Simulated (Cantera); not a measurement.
What does this Cantera script print?

```python
import numpy as np
import cantera as ct

gas_names = [...]  # 151 gases of nasa_gas.yaml made of C, H, N, O, Si
cond_names = """
    C(gr) C6H6(L) C7H8(L) C8H18(L),n-octa H2O(s) H2O(L) Si(cr) Si(L) SiC(b) SiO2(Lqz) SiO2(hqz) SiO2(L)
    Si2N2O(s) Si3N4(a)
""".split()


# ... load() reads the species with a 1 bar reference pressure and builds the phases ...
atoms = {
    'Si3N4': {'Si': 3, 'N': 4},
    'CO2': {'C': 1, 'O': 2},
    'H2': {'H': 2},
}
top_T = {'C(gr)': 4500, 'SiC(b)': 3050, 'Si2N2O(s)': 2100, 'Si3N4(a)': 2400}  # K; cautious upper limits of use, not melting points


# ... equilibrate(T, P, feed) seeds the gas with the atoms and calls Mixture.equilibrate('TP', solver="vcs", rtol=1e-11, max_steps=5000) ...
results = []
feed = {'Si3N4': 1, 'CO2': 0.42, 'H2': 7.2}  # mol
P = 1333.22  # Pa
for T in [1175, 1200, 1225, 1250, 1275, 1300, 1325, 1350, 1375, 1400, 1425, 1450, 1475]:
    mix = equilibrate(T, P, feed)
    results.append((T, P, feed, dict(zip(mix.species_names, mix.species_moles))))

top = {s: max(r[3][s] / sum(r[3][g] for g in gas_names) for r in results) for s in gas_names}
cols = sorted((s for s in top if top[s] > 1e-05), key=lambda s: -top[s])[:5]
seen = [c for c in cond_names if any(r[3].get(c, 0) > 1e-12 for r in results)]
print("log10 of partial pressures in bar; condensed amounts in mol")
print(f"{'T/K':>10s}" + "".join(f"{s[:9]:>10s}" for s in cols + seen))
for T, P, feed, n in results:
    ng = sum(n[g] for g in gas_names)
    print(f"{T:10.4g}" + "".join(f"{np.log10(max(n[s] / ng * P / 1e5, 1e-99)):10.3f}" for s in cols)
          + "".join(f"{n.get(c, 0):10.4g}" for c in seen))
```

Result:

```
log10 of partial pressures in bar; condensed amounts in mol
       T/K        H2        N2       CH4         H        CO     C(gr)    SiC(b) Si2N2O(s)  Si3N4(a)
      1175    -1.892    -3.302    -5.501    -7.857    -8.313    0.4181         0      0.84      0.44
      1200    -1.892    -3.302    -5.585    -7.651    -8.008    0.4184         0      0.84      0.44
      1225    -1.899    -3.153    -5.679    -7.456    -7.666    0.2369    0.1817      0.84    0.3794
      1250    -1.908    -3.017    -5.833    -7.270    -7.399         0    0.4189      0.84    0.3004
      1275    -1.908    -3.017    -6.049    -7.086    -7.272         0    0.4192      0.84    0.3003
      1300    -1.908    -3.017    -6.258    -6.910    -7.150         0    0.4194      0.84    0.3002
      1325    -1.908    -3.017    -6.458    -6.740    -7.033         0    0.4196    0.8399    0.3002
      1350    -1.908    -3.017    -6.651    -6.577    -6.920         0    0.4196    0.8399    0.3002
      1375    -1.908    -3.017    -6.837    -6.419    -6.811         0    0.4197    0.8399    0.3002
      1400    -1.908    -3.017    -7.016    -6.267    -6.707         0    0.4197    0.8399    0.3002
      1425    -1.908    -3.017    -7.189    -6.120    -6.606         0    0.4197    0.8398    0.3002
      1450    -1.908    -3.017    -7.355    -5.978    -6.508         0    0.4197    0.8398    0.3002
      1475    -1.908    -3.017    -7.516    -5.841    -6.414         0    0.4196    0.8397    0.3003
```

Cantera equilibrium calculation (NASA polynomials, part measured and part estimated; ideal gas, pure solids and liquids). Mutual solubility and eutectic melting of coexisting phases are not modelled.
